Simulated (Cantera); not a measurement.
Hydrocarbon pyrolysis for carbon deposition

An isothermal, constant-pressure homogeneous reactor starts with C₃H₈ : H₂ = 1 : 91 (molar parts), at 1350 K and 7700 Pa.

Cantera simulation using GRI-Mech 3.0 (53 species, 325 reactions); the numbers are that mechanism's predictions, not measurements. GRI-Mech 3.0 was tuned for natural gas; its chemistry of propane as a main component is partial and can be far from experiment. GRI-Mech 3.0 stops at C3 and has no aromatics, soot or wall deposition, so with more carbon than oxygen in the feed, carbon stays in small species such as C2H2 where larger ones or solid carbon would form.

```tsv
t (s)	x C₃H₈	x H₂	x CH₃	x H	x CH₂	x C₂H
4.00e-5	0.0108	0.989	3.45e-5	2.42e-5	2.46e-10	<1e-12
0.000153	0.0102	0.988	0.000147	0.000102	8.71e-9	<1e-12
0.000585	0.00508	0.983	0.000308	0.000358	6.81e-8	1.47e-11
0.00224	6.38e-5	0.978	7.51e-5	0.000308	1.51e-8	2.33e-10
0.00856	8.71e-8	0.978	2.11e-5	8.96e-5	1.29e-9	1.54e-10
0.0327	3.97e-9	0.978	6.90e-6	2.93e-5	1.41e-10	7.61e-11
0.125	1.43e-9	0.978	3.98e-6	1.69e-5	4.75e-11	6.26e-11
0.479	5.50e-10	0.978	3.33e-6	1.40e-5	3.26e-11	7.54e-11
1.83	2.02e-10	0.978	2.80e-6	1.17e-5	2.25e-11	7.22e-11
7.00	1.91e-10	0.978	2.82e-6	1.15e-5	2.22e-11	7.01e-11
```
x: mole fraction; the columns are a selection and need not sum to one.

Equilibrium at this temperature and pressure: C₃H₈ 1.22e-10, H₂ 0.972, CH₃ 4.11e-6, H 8.52e-6, CH₂ 2.40e-11, C₂H 2.29e-11 (gas phase only).
